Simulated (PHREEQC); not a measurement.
Solution (25 °C): 0.16 mol CaCl2 and 0.0017 mol H4SiO4 per kg of water. Closed to the air; pH follows from the charge balance.

Model: Pitzer model, pitzer.dat, run in PHREEQC.

This is a speciation only: nothing precipitates in the calculation.

Question: Estimate the pH, osmotic coefficient.

Answer: pH 6.17; osmotic coefficient 0.858.
